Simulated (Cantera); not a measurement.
Cantera run:

```python
import numpy as np
import cantera as ct

gas_names = [...]  # 77 gases of nasa_gas.yaml made of C, H, Ti
cond_names = """
    C(gr) C6H6(L) C7H8(L) C8H18(L),n-octa Ti(a) Ti(b) Ti(L) TiC(s) TiC(L)
""".split()


# ... load() reads the species with a 1 bar reference pressure and builds the phases ...
atoms = {
    'TiC': {'Ti': 1, 'C': 1},
    'H2': {'H': 2},
}
top_T = {'C(gr)': 4500}  # K; cautious upper limits of use, not melting points


# ... equilibrate(T, P, feed) seeds the gas with the atoms and calls Mixture.equilibrate('TP', solver="vcs", rtol=1e-11, max_steps=5000) ...
results = []
feed = {'TiC': 1, 'H2': 0.07}  # mol
T = 2300  # K
P = 28  # Pa
mix = equilibrate(T, P, feed)
results.append((T, P, feed, dict(zip(mix.species_names, mix.species_moles))))
x = sorted(zip(gas.X, gas.species_names), reverse=True)
print(f"T = {T:g} K  P = {P:g} Pa  gas = {mix.phase_moles(0):.4g} mol")
print("   x: " + "  ".join(f"{s} {v:.3e}" for v, s in x if v > 0.0001))
print("   condensed (mol): " + ("  ".join(f"{mix.phase(i).name} {mix.phase_moles(i):.4g}"
      for i in range(1, mix.n_phases) if mix.phase_moles(i) > 1e-12) or "none"))
```

It prints:

```
T = 2300 K  P = 28 Pa  gas = 0.08954 mol
   x: H2 5.641e-01  H 4.344e-01  Ti 9.721e-04  C2H2,acetylene 4.548e-04
   condensed (mol): TiC(s) 0.9999
```

Method: chemical equilibrium by Gibbs-energy minimisation in Cantera with the NASA 1993 tables (ideal gas, pure condensed phases). TiC: taken at fixed stoichiometry.
